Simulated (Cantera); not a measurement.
An isothermal, constant-pressure homogeneous reactor starts with NO : N2 = 1 : 0.27 (molar parts), at 1550 K and 0.207 atm. Integrator tolerance rtol = 1e-08.

Model: GRI-Mech 3.0 (53 species, 325 reactions), integrated in Cantera.

```json
[
 {"quantity": "x(NO) at 10.0 s", "before": "0.744 (gas-phase equilibrium 0.00187)", "after": "0.785 (gas-phase equilibrium 0.00187)"},
 {"quantity": "x(N2) at 10.0 s", "before": "0.234 (gas-phase equilibrium 0.605)", "after": "0.214 (gas-phase equilibrium 0.605)"},
 {"quantity": "x(O) at 10.0 s", "before": "2.91e-6 (gas-phase equilibrium 1.08e-5)", "after": "8.30e-6 (gas-phase equilibrium 4.33e-5)"},
 {"quantity": "x(N2O) at 10.0 s", "before": "0.000184 (gas-phase equilibrium 4.53e-8)", "after": "0.000193 (gas-phase equilibrium 1.13e-8)"},
 {"quantity": "x(NO2) at 10.0 s", "before": "0.000522 (gas-phase equilibrium 5.39e-6)", "after": "4.59e-5 (gas-phase equilibrium 1.34e-6)"},
 {"quantity": "x(O2) at 10.0 s", "before": "0.0210 (gas-phase equilibrium 0.393)", "after": "0.00131 (gas-phase equilibrium 0.393)"}
]
```

**Question.** What was changed between the two runs?
(A) pressure from 0.207 atm to 0.0128 atm
(B) temperature 1550 to 1925 K
(C) temperature 1550 to 2000 K
(D) pressure from 0.207 atm to 1.38 atm

**Answer.** A, pressure from 0.207 atm to 0.0128 atm
